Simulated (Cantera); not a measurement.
Input: 1 mol SiO2, 0.12 mol N2, held at 0.0555 Torr.

Method: chemical equilibrium by Gibbs-energy minimisation in Cantera with the NASA 1993 tables (ideal gas, pure condensed phases). Candidate condensed phases: Si, SiO2, Si2N2O, Si3N4; 16 gas species. The tables hold silica as quartz up to 1696 K and as liquid above; real silica turns to tridymite and cristobalite and melts near 1996 K. The numbers say what is thermodynamically allowed, not how fast it happens.

Q: Which condensed phases are stable at each of these points (T (°C)): 1650, 1675, 1700, 1725, 1750, 1775, 1800?

A: 
```
T (°C)  condensed phases  Si condensed (%)
------  ----------------  ----------------
1650     SiO2(condensed)              99.5
1675     SiO2(condensed)              99.2
1700     SiO2(condensed)              98.7
1725             SiO2(l)              97.9
1750             SiO2(l)              96.5
1775             SiO2(l)              93.7
1800             SiO2(l)              86.1
```

From 1650 °C to 1700 °C the condensed part is SiO2(condensed). From 1725 °C to 1800 °C the condensed part is SiO2(l).
